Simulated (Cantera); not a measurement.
Cantera run:

```python
import numpy as np
import cantera as ct

gas_names = """
    CL CLO CL2 H HCL HNO HNO2 HNO3 HOCL HO2 H2 H2O H2O2 Mg MgCL MgCL2 MgH MgN MgO MgOH MgO2H2 Mg2 N NH
    NH2 NH3 NH2OH NO NO2 NO3 N2 N2H2 N2H4 N2O O OH O2 O3
""".split()
cond_names = """
    H2O(s) H2O(L) Mg(cr) Mg(L) MgCL2(s) MgCL2(L) MgO(s) MgO(L) MgO2H2(s) NH4CL(a) NH4CL(b)
""".split()


# ... load() reads the species with a 1 bar reference pressure and builds the phases ...
atoms = {
    'MgCl2': {'Mg': 1, 'CL': 2},
    'H2O': {'H': 2, 'O': 1},
    'N2': {'N': 2},
}
top_T = {}  # K; cautious upper limits of use, not melting points


# ... equilibrate(T, P, feed) seeds the gas with the atoms and calls Mixture.equilibrate('TP', solver="vcs", rtol=1e-11, max_steps=5000) ...
results = []
feed = {'MgCl2': 1, 'H2O': 15, 'N2': 6.8}  # mol
P = 3800  # Pa
for T in [1023, 1173, 1323, 1473, 1623, 1773, 1923, 2073, 2223]:
    mix = equilibrate(T, P, feed)
    results.append((T, P, feed, dict(zip(mix.species_names, mix.species_moles))))

top = {s: max(r[3][s] / sum(r[3][g] for g in gas_names) for r in results) for s in gas_names}
cols = sorted((s for s in top if top[s] > 0.0001), key=lambda s: -top[s])[:6]
seen = [c for c in cond_names if any(r[3].get(c, 0) > 1e-12 for r in results)]
print("log10 of partial pressures in bar; condensed amounts in mol")
print(f"{'T/K':>10s}" + "".join(f"{s[:9]:>10s}" for s in cols + seen))
for T, P, feed, n in results:
    ng = sum(n[g] for g in gas_names)
    print(f"{T:10.4g}" + "".join(f"{np.log10(max(n[s] / ng * P / 1e5, 1e-99)):10.3f}" for s in cols)
          + "".join(f"{n.get(c, 0):10.4g}" for c in seen))
```

It prints:

```
log10 of partial pressures in bar; condensed amounts in mol
       T/K       H2O        N2       HCL        H2        OH        O2    MgO(s)
      1023    -1.632    -1.946    -2.477    -7.286    -8.952    -8.227         1
      1173    -1.632    -1.946    -2.477    -6.296    -7.574    -6.962    0.9999
      1323    -1.632    -1.946    -2.478    -5.488    -6.527    -6.062    0.9996
      1473    -1.632    -1.946    -2.479    -4.833    -5.698    -5.364    0.9987
      1623    -1.633    -1.946    -2.482    -4.294    -5.025    -4.803    0.9963
      1773    -1.635    -1.947    -2.490    -3.844    -4.467    -4.342    0.9916
      1923    -1.641    -1.949    -2.503    -3.465    -3.999    -3.957    0.9833
      2073    -1.652    -1.953    -2.526    -3.145    -3.604    -3.632    0.9698
      2223    -1.674    -1.960    -2.561    -2.877    -3.269    -3.356      0.94
```

Cantera equilibrium calculation (NASA polynomials, part measured and part estimated; ideal gas, pure solids and liquids).
